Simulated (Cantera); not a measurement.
# Si(CH3)4 + HCl + H2 (silicon carbide growth)

Charge: 1 mol Si(CH3)4, 0.15 mol HCl, a varied amount of H2, equilibrated at 2050 °C and 0.100 bar.

Equilibrium computed with Cantera from the NASA thermochemical tables; the gas is ideal and each condensed phase is pure. Candidate condensed phases: C, C6H6, C7H8, C8H18, Si, SiC; 109 gas species. Gases not in the tables: Si2H6 and higher silanes. The numbers say what is thermodynamically allowed, not how fast it happens.

From 73 mol H2 to 300 mol H2 the condensed part is C(graphite) + SiC(s). From 420 mol H2 to 850 mol H2 nothing is condensed. The main Si-bearing gas is Si throughout.

```json
[
 {"n(H2) (mol)": "73", "log p H2": "-1.02", "log p H": "-2.47", "log p C2H2 (acetylene)": "-3.33", "log p HCl": "-3.74", "log p Si": "-3.76", "n C(graphite)": "2.40", "n SiC(s)": "0.791"},
 {"n(H2) (mol)": "100", "log p H2": "-1.02", "log p H": "-2.47", "log p C2H2 (acetylene)": "-3.33", "log p HCl": "-3.87", "log p Si": "-3.76", "n C(graphite)": "2.19", "n SiC(s)": "0.719"},
 {"n(H2) (mol)": "150", "log p H2": "-1.02", "log p H": "-2.47", "log p C2H2 (acetylene)": "-3.33", "log p HCl": "-4.04", "log p Si": "-3.76", "n C(graphite)": "1.81", "n SiC(s)": "0.588"},
 {"n(H2) (mol)": "210", "log p H2": "-1.02", "log p H": "-2.47", "log p C2H2 (acetylene)": "-3.33", "log p HCl": "-4.18", "log p Si": "-3.76", "n C(graphite)": "1.36", "n SiC(s)": "0.429"},
 {"n(H2) (mol)": "300", "log p H2": "-1.02", "log p H": "-2.47", "log p C2H2 (acetylene)": "-3.33", "log p HCl": "-4.33", "log p Si": "-3.76", "n C(graphite)": "0.672", "n SiC(s)": "0.192"},
 {"n(H2) (mol)": "420", "log p H2": "-1.02", "log p H": "-2.47", "log p C2H2 (acetylene)": "-3.37", "log p HCl": "-4.47", "log p Si": "-3.80", "n C(graphite)": "0", "n SiC(s)": "0"},
 {"n(H2) (mol)": "600", "log p H2": "-1.02", "log p H": "-2.47", "log p C2H2 (acetylene)": "-3.51", "log p HCl": "-4.63", "log p Si": "-3.92", "n C(graphite)": "0", "n SiC(s)": "0"},
 {"n(H2) (mol)": "850", "log p H2": "-1.02", "log p H": "-2.47", "log p C2H2 (acetylene)": "-3.66", "log p HCl": "-4.78", "log p Si": "-4.05", "n C(graphite)": "0", "n SiC(s)": "0"}
]
```
log p: log10 of the partial pressure in bar; n: condensed amount in mol.
